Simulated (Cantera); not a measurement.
What does this Cantera script print?

```python
import numpy as np
import cantera as ct

gas_names = [...]  # 139 gases of nasa_gas.yaml made of C, H, N, O, Ti
cond_names = """
    C(gr) C6H6(L) C7H8(L) C8H18(L),n-octa H2O(s) H2O(L) Ti(a) Ti(b) Ti(L) TiC(s) TiC(L) TiN(s) TiN(L)
    TiO(a) TiO(b) TiO(L) TiO2(ru) TiO2(L) Ti2O3(a) Ti2O3(b) Ti2O3(L) Ti3O5(a) Ti3O5(b) Ti3O5(L) Ti4O7(s)
    Ti4O7(L)
""".split()


# ... load() reads the species with a 1 bar reference pressure and builds the phases ...
atoms = {
    'Ti(OiPr)4': {'Ti': 1, 'C': 12, 'H': 28, 'O': 4},
    'N2': {'N': 2},
    'H2': {'H': 2},
}
top_T = {'C(gr)': 4500}  # K; cautious upper limits of use, not melting points


# ... equilibrate(T, P, feed) seeds the gas with the atoms and calls Mixture.equilibrate('TP', solver="vcs", rtol=1e-11, max_steps=5000) ...
results = []
feed = {'Ti(OiPr)4': 1, 'N2': 1.6, 'H2': 490}  # mol
P = 18000  # Pa
for T in [1473, 1523, 1573, 1623, 1673, 1723, 1773, 1823, 1873, 1923, 1973, 2023, 2073, 2123]:
    mix = equilibrate(T, P, feed)
    results.append((T, P, feed, dict(zip(mix.species_names, mix.species_moles))))
    x = sorted(zip(gas.X, gas.species_names), reverse=True)
    print(f"T = {T:g} K  P = {P:g} Pa  gas = {mix.phase_moles(0):.4g} mol")
    print("   x: " + "  ".join(f"{s} {v:.3e}" for v, s in x if v > 1e-06))
    print("   condensed (mol): " + ("  ".join(f"{mix.phase(i).name} {mix.phase_moles(i):.4g}"
          for i in range(1, mix.n_phases) if mix.phase_moles(i) > 1e-12) or "none"))
```

It prints:

```
T = 1473 K  P = 18000 Pa  gas = 509.3 mol
   x: H2 9.884e-01  CO 7.850e-03  N2 3.116e-03  CH4 5.163e-04  HCN 4.833e-05  H 2.965e-05  C2H2,acetylene 6.431e-06  H2O 2.925e-06
   condensed (mol): C(gr) 6.706  TiC(s) 1
T = 1523 K  P = 18000 Pa  gas = 509.4 mol
   x: H2 9.885e-01  CO 7.850e-03  N2 3.106e-03  CH4 4.050e-04  HCN 6.872e-05  H 5.416e-05  C2H2,acetylene 1.168e-05  H2O 2.037e-06  HNC 1.248e-06
   condensed (mol): C(gr) 6.746  TiC(s) 1
T = 1573 K  P = 18000 Pa  gas = 509.5 mol
   x: H2 9.885e-01  CO 7.850e-03  N2 3.092e-03  CH4 3.227e-04  HCN 9.546e-05  H 9.528e-05  C2H2,acetylene 2.041e-05  HNC 2.020e-06  H2O 1.452e-06
   condensed (mol): C(gr) 6.765  TiC(s) 1
T = 1623 K  P = 18000 Pa  gas = 509.5 mol
   x: H2 9.885e-01  CO 7.850e-03  N2 3.074e-03  CH4 2.608e-04  H 1.620e-04  HCN 1.298e-04  C2H2,acetylene 3.445e-05  HNC 3.168e-06  H2O 1.058e-06
   condensed (mol): C(gr) 6.764  TiC(s) 1
T = 1673 K  P = 18000 Pa  gas = 509.6 mol
   x: H2 9.884e-01  CO 7.849e-03  N2 3.051e-03  H 2.669e-04  CH4 2.135e-04  HCN 1.731e-04  C2H2,acetylene 5.632e-05  HNC 4.831e-06  CH3 1.173e-06
   condensed (mol): C(gr) 6.742  TiC(s) 1
T = 1723 K  P = 18000 Pa  gas = 509.6 mol
   x: H2 9.882e-01  CO 7.848e-03  N2 3.023e-03  H 4.273e-04  HCN 2.267e-04  CH4 1.768e-04  C2H2,acetylene 8.943e-05  HNC 7.179e-06  CH3 1.554e-06
   condensed (mol): C(gr) 6.698  TiC(s) 1
T = 1773 K  P = 18000 Pa  gas = 509.7 mol
   x: H2 9.879e-01  CO 7.847e-03  N2 2.988e-03  H 6.665e-04  HCN 2.918e-04  CH4 1.481e-04  C2H2,acetylene 1.383e-04  HNC 1.041e-05  CH3 2.025e-06
   condensed (mol): C(gr) 6.628  TiC(s) 1
T = 1823 K  P = 18000 Pa  gas = 509.8 mol
   x: H2 9.875e-01  CO 7.846e-03  N2 2.946e-03  H 1.015e-03  HCN 3.699e-04  C2H2,acetylene 2.087e-04  CH4 1.252e-04  HNC 1.477e-05  CH3 2.599e-06
   condensed (mol): C(gr) 6.525  TiC(s) 1
T = 1873 K  P = 18000 Pa  gas = 509.9 mol
   x: H2 9.868e-01  CO 7.844e-03  N2 2.896e-03  H 1.511e-03  HCN 4.620e-04  C2H2,acetylene 3.080e-04  CH4 1.069e-04  HNC 2.052e-05  CH3 3.289e-06
   condensed (mol): C(gr) 6.383  TiC(s) 1
T = 1923 K  P = 18000 Pa  gas = 510.1 mol
   x: H2 9.860e-01  CO 7.841e-03  N2 2.838e-03  H 2.205e-03  HCN 5.690e-04  C2H2,acetylene 4.450e-04  CH4 9.194e-05  HNC 2.796e-05  CH3 4.110e-06
   condensed (mol): C(gr) 6.191  TiC(s) 1
T = 1973 K  P = 18000 Pa  gas = 510.4 mol
   x: H2 9.848e-01  CO 7.837e-03  H 3.156e-03  N2 2.770e-03  HCN 6.915e-04  C2H2,acetylene 6.308e-04  CH4 7.969e-05  HNC 3.739e-05  CH3 5.073e-06
   condensed (mol): C(gr) 5.939  TiC(s) 1
T = 2023 K  P = 18000 Pa  gas = 510.7 mol
   x: H2 9.832e-01  CO 7.832e-03  H 4.439e-03  N2 2.693e-03  C2H2,acetylene 8.783e-04  HCN 8.298e-04  CH4 6.953e-05  HNC 4.914e-05  CH3 6.192e-06
   condensed (mol): C(gr) 5.613  TiC(s) 1
T = 2073 K  P = 18000 Pa  gas = 511.1 mol
   x: H2 9.811e-01  CO 7.826e-03  H 6.140e-03  N2 2.606e-03  C2H2,acetylene 1.202e-03  HCN 9.837e-04  HNC 6.352e-05  CH4 6.102e-05  CH3 7.477e-06
   condensed (mol): C(gr) 5.198  TiC(s) 1
T = 2123 K  P = 18000 Pa  gas = 511.7 mol
   x: H2 9.784e-01  H 8.364e-03  CO 7.817e-03  N2 2.510e-03  C2H2,acetylene 1.620e-03  HCN 1.153e-03  HNC 8.081e-05  CH4 5.384e-05  CH3 8.938e-06  C4H2 1.088e-06  C2H4 1.006e-06
   condensed (mol): C(gr) 4.674  TiC(s) 1
```

Method: chemical equilibrium by Gibbs-energy minimisation in Cantera with the NASA 1993 tables (ideal gas, pure condensed phases). The feed counts by its element totals alone. TiC: taken at fixed stoichiometry.
